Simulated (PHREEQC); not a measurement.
Make-up at 25 °C: 0.015 mol/kgw KH2PO4 and 0.00019 mol/kgw H4SiO4. Closed to the air; pH follows from the charge balance.

The numbers come from PHREEQC with the ion-association model, phreeqc.dat.

```json
[
 {"quantity": "pH", "before": "4.68", "after": "5.47"},
 {"quantity": "ionic strength (mol/kgw)", "before": "0.0151", "after": "0.0158"},
 {"quantity": "HPO4-2 (mol/kgw)", "before": "6.31e-5", "after": "0.000383"},
 {"quantity": "H3PO4 (mol/kgw)", "before": "4.08e-5", "after": "6.49e-6"},
 {"quantity": "KHPO4- (mol/kgw)", "before": "1.13e-6", "after": "6.82e-6"},
 {"quantity": "SI of Chalcedony (SiO2)", "before": "-0.17", "after": "-0.17"}
]
```

Problem. What was changed between the two runs?
A) H4SiO4 replaced by Na2SiO3 at the same molality
B) KH2PO4 from 0.015 to 0.0075 mol/kgw
C) 0.012 mol/kgw HNO3 added
D) diluted 5-fold with water
E) H4SiO4 from 0.00019 to 0.000171 mol/kgw

Solution. A, H4SiO4 replaced by Na2SiO3 at the same molality

Precipitation was switched off in this run. Some of these states are supersaturated (in Quartz (slow to form), for instance).
